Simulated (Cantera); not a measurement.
# Nitride etching: Si3N4 + H2O + H2

A closed system holds: 1 mol Si3N4, 23 mol H2O, 1.9 mol H2, at 1.00 bar.

Equilibrium computed with Cantera from the NASA thermochemical tables; the gas is ideal and each condensed phase is pure. Candidate condensed phases: H2O, Si, SiO2, Si2N2O, Si3N4; 35 gas species. The tables hold silica as quartz up to 1696 K and as liquid above; real silica turns to tridymite and cristobalite and melts near 1996 K. Gases not in the tables: Si(OH)4. The numbers say what is thermodynamically allowed, not how fast it happens.

```json
[
 {"T (°C)": "902", "log p H2O": "-0.20", "log p H2": "-0.53", "log p N2": "-1.13", "log p H": "-7.18", "log p OH": "-9.00", "log p SiO": "<-12", "n SiO2(β-quartz)": "3.00", "n SiO2(condensed)": "0", "n SiO2(l)": "0"},
 {"T (°C)": "1002", "log p H2O": "-0.20", "log p H2": "-0.53", "log p N2": "-1.13", "log p H": "-6.40", "log p OH": "-8.00", "log p SiO": "<-12", "n SiO2(β-quartz)": "3.00", "n SiO2(condensed)": "0", "n SiO2(l)": "0"},
 {"T (°C)": "1102", "log p H2O": "-0.20", "log p H2": "-0.53", "log p N2": "-1.13", "log p H": "-5.73", "log p OH": "-7.14", "log p SiO": "-10.82", "n SiO2(β-quartz)": "3.00", "n SiO2(condensed)": "0", "n SiO2(l)": "0"},
 {"T (°C)": "1202", "log p H2O": "-0.20", "log p H2": "-0.53", "log p N2": "-1.13", "log p H": "-5.15", "log p OH": "-6.40", "log p SiO": "-9.42", "n SiO2(β-quartz)": "3.00", "n SiO2(condensed)": "0", "n SiO2(l)": "0"},
 {"T (°C)": "1302", "log p H2O": "-0.20", "log p H2": "-0.53", "log p N2": "-1.13", "log p H": "-4.65", "log p OH": "-5.75", "log p SiO": "-8.20", "n SiO2(β-quartz)": "3.00", "n SiO2(condensed)": "0", "n SiO2(l)": "0"},
 {"T (°C)": "1402", "log p H2O": "-0.20", "log p H2": "-0.53", "log p N2": "-1.13", "log p H": "-4.20", "log p OH": "-5.18", "log p SiO": "-7.14", "n SiO2(β-quartz)": "3.00", "n SiO2(condensed)": "0", "n SiO2(l)": "0"},
 {"T (°C)": "1502", "log p H2O": "-0.20", "log p H2": "-0.53", "log p N2": "-1.13", "log p H": "-3.80", "log p OH": "-4.68", "log p SiO": "-6.21", "n SiO2(β-quartz)": "0", "n SiO2(condensed)": "3.00", "n SiO2(l)": "0"},
 {"T (°C)": "1602", "log p H2O": "-0.20", "log p H2": "-0.53", "log p N2": "-1.13", "log p H": "-3.45", "log p OH": "-4.22", "log p SiO": "-5.38", "n SiO2(β-quartz)": "0", "n SiO2(condensed)": "3.00", "n SiO2(l)": "0"},
 {"T (°C)": "1702", "log p H2O": "-0.20", "log p H2": "-0.53", "log p N2": "-1.13", "log p H": "-3.13", "log p OH": "-3.82", "log p SiO": "-4.65", "n SiO2(β-quartz)": "0", "n SiO2(condensed)": "3.00", "n SiO2(l)": "0"},
 {"T (°C)": "1802", "log p H2O": "-0.20", "log p H2": "-0.53", "log p N2": "-1.13", "log p H": "-2.84", "log p OH": "-3.45", "log p SiO": "-3.99", "n SiO2(β-quartz)": "0", "n SiO2(condensed)": "0", "n SiO2(l)": "3.00"}
]
```
log p: log10 of the partial pressure in bar; n: condensed amount in mol.

From 902 °C to 1402 °C the condensed part is SiO2(β-quartz). From 1502 °C to 1702 °C the condensed part is SiO2(condensed). At 1802 °C the condensed part is SiO2(l).
